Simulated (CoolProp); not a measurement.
R1234yf along the isotherm 406.1 K: fugacity coefficient from the reference equation and from simpler models built on Tc = 367.8 K, pc = 3.384 MPa, ω = 0.276; each cubic takes its own stable root.

The numbers come from the reference Helmholtz-energy equation of state, Lemmon 2022 in CoolProp.

```csv
p (MPa),phase,reference
0.0161,gas,0.9988
0.0271,gas,0.9980
0.0457,gas,0.9966
0.0772,gas,0.9943
0.13,gas,0.9905
0.22,gas,0.9839
0.371,gas,0.9729
0.626,gas,0.9545
1.06,gas,0.9236
1.78,gas,0.8733
3.01,gas,0.7900
5.08,supercritical,0.6568
```

**Question.** How far does each simpler model (Redlich-Kwong, Soave-Redlich-Kwong, Peng-Robinson) lie from the reference over these 12 states: mean and median of the absolute difference, and the worst?

**Answer.** 
- Redlich-Kwong: mean 0.3 %, median 0.1 %, worst -1.8 % at 406.1 K and 5.08 MPa
- Soave-Redlich-Kwong: mean 0.3 %, median 0.1 %, worst +1.9 % at 406.1 K and 5.08 MPa
- Peng-Robinson: mean 0.6 %, median 0.2 %, worst -2.5 % at 406.1 K and 5.08 MPa
